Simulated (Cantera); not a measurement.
**Fluorocarbon and chlorocarbon gases: CH₃F + H₂**

Charge: 1 mol CH₃F, 0.67 mol H₂, at 75.0 Torr.

These are equilibrium values from Cantera (NASA tables, ideal gas, pure condensed phases), not measurements of a reactor. Candidate condensed phases: C, C₆H₆, C₇H₈, C₈H₁₈; 95 gas species. The numbers say what is thermodynamically allowed, not how fast it happens.

| T (K) | log p H₂ | log p HF | log p H | log p C₂H₂ (acetylene) | log p CH₄ | n C(graphite) |
|---|---|---|---|---|---|---|
| 1448 | -1.20 | -1.43 | -5.64 | -6.53 | -4.88 | 1.000 |
| 1548 | -1.20 | -1.43 | -5.11 | -6.01 | -5.10 | 1.000 |
| 1648 | -1.20 | -1.43 | -4.65 | -5.55 | -5.28 | 1.000 |
| 1748 | -1.20 | -1.43 | -4.24 | -5.15 | -5.44 | 1.000 |
| 1848 | -1.20 | -1.43 | -3.88 | -4.79 | -5.59 | 0.999 |
| 1948 | -1.21 | -1.43 | -3.55 | -4.47 | -5.72 | 0.998 |
| 2048 | -1.21 | -1.43 | -3.25 | -4.19 | -5.84 | 0.996 |
| 2148 | -1.21 | -1.43 | -2.99 | -3.93 | -5.95 | 0.994 |
| 2248 | -1.22 | -1.43 | -2.74 | -3.70 | -6.06 | 0.989 |
| 2348 | -1.22 | -1.43 | -2.52 | -3.49 | -6.16 | 0.982 |
| 2448 | -1.24 | -1.44 | -2.32 | -3.30 | -6.26 | 0.972 |
| 2548 | -1.25 | -1.44 | -2.14 | -3.13 | -6.36 | 0.958 |
log p: log10 of the partial pressure in bar; n: condensed amount in mol.

From 1448 K to 2548 K the condensed part is C(graphite). The main C-bearing gas is CH₄ at 1448 K and C₂H₂ (acetylene) at 2548 K.
